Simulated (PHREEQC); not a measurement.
Make-up at 25 °C: 110 mmol/kgw FeCl2. Closed to the air; pH follows from the charge balance.

Computed with PHREEQC (ion-association model, wateq4f.dat).

Each row changes one thing in this solution. Precipitation was switched off in this run.

```tsv
case	pH	ionic strength (mol/kgw)	Cl- (mol/kgw)	Fe+2 (mol/kgw)	FeCl+ (mol/kgw)	FeOH+ (mol/kgw)
as made	5.50	0.314	0.212	0.102	0.00814	4.07e-6
temperature from 25 to 85 °C	4.71	0.316	0.213	0.103	0.00709	2.54e-5
FeCl2 from 0.11 to 0.121 mol/kgw	5.48	0.344	0.233	0.112	0.00950	4.22e-6
diluted 2-fold with water	5.60	0.160	0.107	0.0524	0.00263	3.08e-6
0.0016 mol/kgw NaCl added	5.50	0.315	0.213	0.102	0.00818	4.06e-6
diluted 10-fold with water	5.86	0.0326	0.0218	0.0108	0.000172	1.57e-6
0.016 mol/kgw CO2 added	3.75	0.314	0.212	0.102	0.00813	7.28e-8
FeCl2 from 0.11 to 0.165 mol/kgw	5.44	0.464	0.314	0.149	0.0157	4.77e-6
```

At this temperature some constants are extrapolated from 25 °C, and those without enthalpy data are left unchanged.
